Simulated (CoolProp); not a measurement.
Vapour-liquid equilibrium of R22 (1) + n-hexane (2) at 304.9 K; x and y are mole fractions of (1).

The numbers come from the multi-fluid Helmholtz-energy mixture model, Kamei 1995 and Thol 2019; pair parameters Bell 2016 in CoolProp.

```json
[
 {"x": "0.05", "bubble pressure (bar)": "?", "y at the bubble point": "?", "dew pressure at overall composition x (bar)": "0.2824", "liquid density (mol/L)": "7.717"},
 {"x": "0.125", "bubble pressure (bar)": "2.317", "y at the bubble point": "0.888", "dew pressure at overall composition x (bar)": "0.3067", "liquid density (mol/L)": "8.017"},
 {"x": "0.2", "bubble pressure (bar)": "3.454", "y at the bubble point": "0.927", "dew pressure at overall composition x (bar)": "0.3354", "liquid density (mol/L)": "8.334"},
 {"x": "0.275", "bubble pressure (bar)": "4.495", "y at the bubble point": "0.946", "dew pressure at overall composition x (bar)": "0.3701", "liquid density (mol/L)": "8.670"},
 {"x": "0.35", "bubble pressure (bar)": "5.435", "y at the bubble point": "?", "dew pressure at overall composition x (bar)": "0.4126", "liquid density (mol/L)": "9.028"},
 {"x": "0.425", "bubble pressure (bar)": "6.282", "y at the bubble point": "0.964", "dew pressure at overall composition x (bar)": "0.4661", "liquid density (mol/L)": "9.409"},
 {"x": "0.5", "bubble pressure (bar)": "7.056", "y at the bubble point": "0.970", "dew pressure at overall composition x (bar)": "0.5355", "liquid density (mol/L)": "9.816"},
 {"x": "0.575", "bubble pressure (bar)": "?", "y at the bubble point": "?", "dew pressure at overall composition x (bar)": "0.6291", "liquid density (mol/L)": "10.25"},
 {"x": "0.65", "bubble pressure (bar)": "8.488", "y at the bubble point": "0.979", "dew pressure at overall composition x (bar)": "0.7621", "liquid density (mol/L)": "10.72"},
 {"x": "0.725", "bubble pressure (bar)": "9.205", "y at the bubble point": "0.983", "dew pressure at overall composition x (bar)": "0.9665", "liquid density (mol/L)": "11.22"},
 {"x": "0.8", "bubble pressure (bar)": "9.967", "y at the bubble point": "0.987", "dew pressure at overall composition x (bar)": "1.320", "liquid density (mol/L)": "11.76"},
 {"x": "0.875", "bubble pressure (bar)": "?", "y at the bubble point": "0.991", "dew pressure at overall composition x (bar)": "2.080", "liquid density (mol/L)": "12.35"},
 {"x": "0.95", "bubble pressure (bar)": "11.76", "y at the bubble point": "0.996", "dew pressure at overall composition x (bar)": "4.802", "liquid density (mol/L)": "13.00"}
]
```

Question: Complete the blanks.

Answer: 
- 0.05, bubble pressure (bar): 1.102
- 0.05, y at the bubble point: 0.760
- 0.35, y at the bubble point: 0.957
- 0.575, bubble pressure (bar): 7.782
- 0.575, y at the bubble point: 0.975
- 0.875, bubble pressure (bar): 10.81

No azeotrope shows between x = 0.05 and 0.95.

The pair parameters rest on a limited set of measurements; away from them the model extrapolates. The gap from Raoult's law changes sign with composition, which may be real or a fault of the pair parameters; it wasn't checked against measurements.
